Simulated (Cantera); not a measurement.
A Cantera script and what it prints.

```python
import numpy as np
import cantera as ct

gas_names = """
    AL ALN ALO ALO2 AL2 AL2O AL2O2 N NO NO2 NO3 N2 N2O O O2 O3 Si SiN SiO SiO2 Si2 Si2N Si3
""".split()
cond_names = """
    AL(cr) AL(L) ALN(s) AL2O3(a) AL2O3(L) AL2SiO5(an) AL6Si2O13(s) Si(cr) Si(L) SiO2(Lqz) SiO2(hqz)
    SiO2(L) Si2N2O(s) Si3N4(a)
""".split()


# ... load() reads the species with a 1 bar reference pressure and builds the phases ...
atoms = {
    'SiO2': {'Si': 1, 'O': 2},
    'Al2O3': {'AL': 2, 'O': 3},
    'N2': {'N': 2},
}
top_T = {'ALN(s)': 2750, 'AL2SiO5(an)': 2000, 'AL6Si2O13(s)': 2100, 'Si2N2O(s)': 2100, 'Si3N4(a)': 2400}  # K; cautious upper limits of use, not melting points


# ... equilibrate(T, P, feed) seeds the gas with the atoms and calls Mixture.equilibrate('TP', solver="vcs", rtol=1e-11, max_steps=5000) ...
results = []
feed = {'SiO2': 1, 'Al2O3': 0.14, 'N2': 0.94}  # mol
T = 1850  # K
P = 100000  # Pa
mix = equilibrate(T, P, feed)
results.append((T, P, feed, dict(zip(mix.species_names, mix.species_moles))))
print(gas.report(threshold=0.0001))
for i in range(1, mix.n_phases):
    print(f"{mix.phase(i).name:16s} {mix.phase_moles(i):12.5e} mol")
```

Output:

```
       temperature   1850 K
          pressure   1e+05 Pa
           density   0.18213 kg/m^3
  mean mol. weight   28.014 kg/kmol
   phase of matter   gas

                          1 kg             1 kmol
                     ---------------   ---------------
          enthalpy        1.8102e+06        5.0712e+07  J
   internal energy        1.2612e+06         3.533e+07  J
           entropy            8897.3        2.4925e+05  J/K
    Gibbs function        -1.465e+07        -4.104e+08  J
 heat capacity c_p            1274.6             35707  J/K
 heat capacity c_v             977.8             27392  J/K

                      mass frac. Y      mole frac. X     chem. pot. / RT
                     ---------------   ---------------   ---------------
                N2           0.99999                 1           -26.681
     [  +22 minor]        6.4876e-06        4.9014e-06

AL(L)             0.00000e+00 mol
ALN(s)            0.00000e+00 mol
AL2O3(a)          0.00000e+00 mol
AL2SiO5(an)       0.00000e+00 mol
AL6Si2O13(s)      4.66667e-02 mol
Si(L)             0.00000e+00 mol
SiO2(L)           9.06664e-01 mol
Si2N2O(s)         0.00000e+00 mol
Si3N4(a)          0.00000e+00 mol
```

These are equilibrium values from Cantera (NASA tables, ideal gas, pure condensed phases), not measurements of a reactor. Mutual solubility and eutectic melting of coexisting phases are not modelled. The tables hold silica as quartz up to 1696 K and as liquid above; real silica turns to tridymite and cristobalite and melts near 1996 K. Condensed phases not in the tables: alloys, solid solutions and most ternary compounds.
